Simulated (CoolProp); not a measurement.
Vapour-liquid equilibrium of R125 (1) + R134a (2) at 0.0324 MPa; x and y are mole fractions of (1).

Computed with CoolProp (multi-fluid Helmholtz-energy mixture model, Lemmon 2005 and Tillner-Roth 1994; pair parameters Lemmon 2004).

| x | bubble temperature, mixture model (K) | bubble temperature, Raoult's law (K) | y, mixture model | y, Raoult's law |
|---|---|---|---|---|
| 0.05 | 223.0 | 223.0 | 0.144 | 0.142 |
| 0.2 | 218.3 | 218.5 | 0.451 | 0.449 |
| 0.35 | 214.6 | 214.8 | 0.644 | 0.644 |
| 0.5 | 211.6 | 211.8 | 0.773 | 0.776 |
| 0.65 | 209.0 | 209.2 | 0.864 | 0.868 |
| 0.8 | 206.9 | 206.9 | 0.932 | 0.935 |
| 0.95 | 204.9 | 205.0 | 0.985 | 0.986 |

The largest gap from Raoult's law is -0.2 K in bubble temperature, at x = 0.35. No azeotrope shows between x = 0.05 and 0.95.

Pair parameters are fitted to limited data, so mixtures are less certain than the pure fluids.
